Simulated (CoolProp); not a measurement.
Computed with CoolProp (reference Helmholtz-energy equation of state, Leachman 2009).

Question: For normal hydrogen, give the phase and the Z, expansivity (1/kK), viscosity (µPa s), conductivity (mW/(m K)) at 72.4 K and 48.6 bar; 72.4 K and 56.7 bar; 72.4 K and 64.8 bar.

Answer: 
- 72.4 K and 48.6 bar: supercritical; Z 0.935, expansivity 18.9, viscosity 3.93, conductivity 69.3
- 72.4 K and 56.7 bar: supercritical; Z 0.935, expansivity 19.1, viscosity 4.10, conductivity 72.6
- 72.4 K and 64.8 bar: supercritical; Z 0.939, expansivity 19.2, viscosity 4.29, conductivity 76.1

Viscosity comes from a separate model (Muzny 2013). Thermal conductivity comes from a separate model (Assael 2011).
